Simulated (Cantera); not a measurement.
Feed: 1 mol Si(CH₃)₄, 0.037 mol HCl, 46 mol H₂, held at 133 Pa.

Equilibrium computed with Cantera from the NASA thermochemical tables; the gas is ideal and each condensed phase is pure. Candidate condensed phases: C, C₆H₆, C₇H₈, C₈H₁₈, Si, SiC; 109 gas species. Gases not in the tables: Si₂H₆ and higher silanes. The numbers say what is thermodynamically allowed, not how fast it happens.

x: gas mole fraction; n: condensed amount in mol.

```csv
T (K),x H₂,x H,x Si,x C₂H₂ (acetylene),x SiC₂,n C(graphite),n SiC(s)
1175,0.999,3.36e-6,<1e-12,6.36e-8,<1e-12,3.00,1.00
1275,0.999,2.02e-5,3.75e-11,3.84e-7,<1e-12,3.00,1.00
1375,0.999,…,…,…,<1e-12,3.00,1.00
1475,0.999,0.000355,2.85e-8,6.66e-6,4.00e-11,3.00,1.000
1575,0.998,0.00114,4.15e-7,2.11e-5,1.33e-9,3.00,1.000
1675,0.996,0.00317,4.38e-6,5.78e-5,2.90e-8,2.99,1.000
1775,0.991,0.00789,3.53e-5,0.000141,4.44e-7,2.99,0.998
1875,0.981,0.0178,0.000227,0.000311,5.04e-6,2.98,0.987
1975,0.961,0.0367,0.00121,0.000624,4.45e-5,3.00,0.928
2075,0.922,0.0700,0.00547,0.00114,0.000317,3.17,0.656
2175,0.857,0.124,0.0150,0.00191,0.00131,3.60,0
2275,0.775,0.205,0.0145,0.00295,0.00183,3.42,0
2375,…,…,…,…,…,…,0
2475,0.530,0.449,0.0117,0.00516,0.00281,2.80,0
```

### Question
Some entries are withheld; supply them.

### Answer

- 1375, x H: 9.38e-5
- 1375, x Si: 1.32e-9
- 1375, x C₂H₂ (acetylene): 1.78e-6
- 2375, x H₂: 0.664
- 2375, x H: 0.315
- 2375, x Si: 0.0132
- 2375, x C₂H₂ (acetylene): 0.00413
- 2375, x SiC₂: 0.00235
- 2375, n C(graphite): 3.15
